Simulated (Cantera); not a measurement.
Predominance diagram of Sr at 602 °C against the partial pressures of O₂ and Cl₂ (log10, bar). Source: NASA polynomial tables (part measured, part estimated), evaluated in Cantera. Candidates: Sr(s), SrCl₂(s), SrO(s). Only these pure phases compete in this equilibrium. Not in the tables: the peroxide, oxide halides.

Which phase is stable at these pairs, and which metal-bearing vapour leads over it? (0, -11.8); (-7, -6.8); (-24.7, -18.6); (-19.4, -15.2); (-24.7, -13.5); (-17.6, -18.6); (-1.8, -6.8)


```
log p(O₂)  log p(Cl₂)     phase  chief vapour  log p (bar)
---------  ----------  --------  ------------  -----------
0               -11.8    SrO(s)         SrCl₂        -11.8
-7               -6.8  SrCl₂(s)         SrCl₂        -11.2
-24.7           -18.6  SrCl₂(s)         SrCl₂        -11.2
-19.4           -15.2  SrCl₂(s)         SrCl₂        -11.2
-24.7           -13.5  SrCl₂(s)         SrCl₂        -11.2
-17.6           -18.6  SrCl₂(s)         SrCl₂        -11.2
-1.8             -6.8  SrCl₂(s)         SrCl₂        -11.2
```
